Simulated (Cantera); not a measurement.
Cantera run, input and output.

```python
import numpy as np
import cantera as ct

gas = ct.Solution("gri30.yaml")


def delay(T, t_max=10):
    gas.TPX = T, 100000, {'CH4': 1, 'O2': 1.33, 'N2': 8.67}
    reactor = ct.IdealGasConstPressureReactor(gas, clone=False)
    net = ct.ReactorNet([reactor])
    net.rtol, net.atol = 1e-8, 1e-16
    while net.time < t_max:
        t_old, T_old = net.time, reactor.T
        net.step()
        if reactor.T > T + 400:  # ignition: a rise of 400 K
            return t_old + (T + 400 - T_old) / (reactor.T - T_old) * (net.time - t_old)
    return np.nan


taus = []
for T in [1100, 1150, 1200, 1250, 1300, 1350, 1400, 1450, 1500]:
    taus.append(delay(T))
    print(f"T0 = {T:6g} K   tau = {taus[-1]:.4e} s")
```

It prints:

```
T0 =   1100 K   tau = 4.3797e-01 s
T0 =   1150 K   tau = 2.0336e-01 s
T0 =   1200 K   tau = 9.8107e-02 s
T0 =   1250 K   tau = 4.8930e-02 s
T0 =   1300 K   tau = 2.5105e-02 s
T0 =   1350 K   tau = 1.3210e-02 s
T0 =   1400 K   tau = 7.1253e-03 s
T0 =   1450 K   tau = 3.9488e-03 s
T0 =   1500 K   tau = 2.2572e-03 s
```

Computed with Cantera and GRI-Mech 3.0 (53 species, 325 reactions).
